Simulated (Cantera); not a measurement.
# Thermodynamics of aluminium and copper etching, feed Cu + F2 + N2 + HF

Feed: 1 mol Cu, 0.78 mol F2, 1.1 mol N2, 7.9 mol HF, at 1.65 Torr.

These are equilibrium values from Cantera (NASA tables, ideal gas, pure condensed phases), not measurements of a reactor. Candidate condensed phases: Cu, CuF2; 25 gas species. Mutual solubility and eutectic melting of coexisting phases are not modelled. Equilibrium is a limit: real reactors are often held back by kinetics, nucleation or transport.

From 550 °C to 800 °C the condensed part is Cu(s) + CuF2(s). From 850 °C to 950 °C nothing is condensed. The main Cu-bearing gas is CuF at 550 °C and CuF2 at 950 °C.

| T (°C) | x HF | x N2 | x CuF2 | x CuF | x F | x Cu | x H2F2 | n Cu(s) | n CuF2(s) |
|---|---|---|---|---|---|---|---|---|---|
| 550 | 0.878 | 0.122 | 7.28e-6 | 1.01e-5 | <1e-12 | 1.25e-12 | 1.43e-7 | 0.220 | 0.780 |
| 600 | 0.878 | 0.122 | 6.30e-5 | 8.02e-5 | 7.48e-12 | 2.06e-11 | 1.11e-7 | 0.220 | 0.779 |
| 650 | 0.877 | 0.122 | 0.000426 | 0.000505 | 9.89e-11 | 2.49e-10 | 8.93e-8 | 0.218 | 0.774 |
| 700 | 0.873 | 0.122 | 0.00234 | 0.00261 | 9.99e-10 | 2.33e-9 | 7.28e-8 | 0.208 | 0.747 |
| 750 | 0.858 | 0.120 | 0.0108 | 0.0114 | 8.03e-9 | 1.75e-8 | 5.90e-8 | 0.167 | 0.628 |
| 800 | 0.802 | 0.112 | 0.0427 | 0.0433 | 5.30e-8 | 1.08e-7 | 4.40e-8 | 0.00663 | 0.146 |
| 850 | 0.790 | 0.110 | 0.0560 | 0.0440 | 3.67e-7 | 1.39e-7 | 3.70e-8 | 0 | 0 |
| 900 | 0.790 | 0.110 | 0.0560 | 0.0440 | 1.71e-6 | 2.17e-7 | 3.25e-8 | 0 | 0 |
| 950 | 0.790 | 0.110 | 0.0560 | 0.0440 | 7.00e-6 | 3.28e-7 | 2.89e-8 | 0 | 0 |
x: gas mole fraction; n: condensed amount in mol.
